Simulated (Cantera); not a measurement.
Input (Python, Cantera) and output of one run.

```python
import numpy as np
import cantera as ct

gas_names = """
    CL CL2 H HCL H2 N NH NH2 NH3 N2 N2H2 N2H4 Si SiCL SiCL2 SiCL3 SiCL4 SiH SiHCL3 SiH2 SiH2CL2 SiH3
    SiH3CL SiH4 SiN Si2 Si2N Si3
""".split()
cond_names = """
    NH4CL(a) NH4CL(b) Si(cr) Si(L) Si3N4(a)
""".split()


def load(file, names, dense=False):
    # The tables refer to 1 bar. Condensed volumes are neglected.
    table = {s.name: s for s in ct.Species.list_from_file(file)}
    out = []
    for n in names:
        d = dict(table[n].input_data)
        d["thermo"] = dict(d["thermo"], **{"reference-pressure": 1e5})
        if dense:
            d["equation-of-state"] = {"model": "constant-volume", "density": "1e6 g/cm^3"}
        out.append(ct.Species.from_dict(d))
    return out


gas = ct.Solution(thermo="ideal-gas", species=load("nasa_gas.yaml", gas_names))
cond = {s.name: ct.Solution(thermo="fixed-stoichiometry", species=[s], name=s.name)
        for s in load("nasa_condensed.yaml", cond_names, dense=True)}
atoms = {
    'Si2Cl6': {'Si': 2, 'CL': 6},
    'HCl': {'H': 1, 'CL': 1},
    'N2': {'N': 2},
}
top_T = {'Si3N4(a)': 2400}  # K; cautious upper limits of use, not melting points


def equilibrate(T, P, feed):
    n = {}
    for name, mol in feed.items():
        for a, k in atoms[name].items():
            n[a] = n.get(a, 0.0) + k * mol
    gas.TPX = T, P, n
    mass = sum(n.values()) * gas.mean_molecular_weight
    gas.equilibrate("TP")
    valid = [c for c in cond.values() if c.min_temp <= T <= top_T.get(c.name, c.max_temp)]
    mix = ct.Mixture([(gas, mass / gas.mean_molecular_weight)] + [(c, 0.0) for c in valid])
    mix.T, mix.P = T, P
    mix.equilibrate("TP", solver="vcs", rtol=1e-11, max_steps=5000)
    return mix


results = []
feed = {'Si2Cl6': 1, 'HCl': 0.055, 'N2': 140}  # mol
T = 823.15  # K
P = 100000  # Pa
mix = equilibrate(T, P, feed)
results.append((T, P, feed, dict(zip(mix.species_names, mix.species_moles))))
print(gas.report(threshold=1e-06))
for i in range(1, mix.n_phases):
    print(f"{mix.phase(i).name:16s} {mix.phase_moles(i):12.5e} mol")
```

It prints:

```
       temperature   823.15 K
          pressure   1e+05 Pa
           density   0.43139 kg/m^3
  mean mol. weight   29.524 kg/kmol
   phase of matter   gas

                          1 kg             1 kmol
                     ---------------   ---------------
          enthalpy        3.0794e+05        9.0916e+06  J
   internal energy             76127        2.2476e+06  J
           entropy            7609.4        2.2466e+05  J/K
    Gibbs function       -5.9558e+06       -1.7584e+08  J
 heat capacity c_p            1096.5             32373  J/K
 heat capacity c_v            814.87             24058  J/K

                      mass frac. Y      mole frac. X     chem. pot. / RT
                     ---------------   ---------------   ---------------
               HCL         0.0004778        0.00038693           -45.155
                H2           8.5e-08        1.2448e-06           -30.641
                N2            0.9384           0.98899           -24.397
             SiCL4          0.061121          0.010622           -145.61
     [  +24 minor]        3.7347e-07         8.172e-08

Si(cr)            0.00000e+00 mol
Si3N4(a)          1.66636e-01 mol
```

These are equilibrium values from Cantera (NASA tables, ideal gas, pure condensed phases), not measurements of a reactor. The feed counts by its element totals alone. N2 is the only nitrogen source here; it is nearly inert below about 1500 K, so the nitride shown seldom forms there in practice.
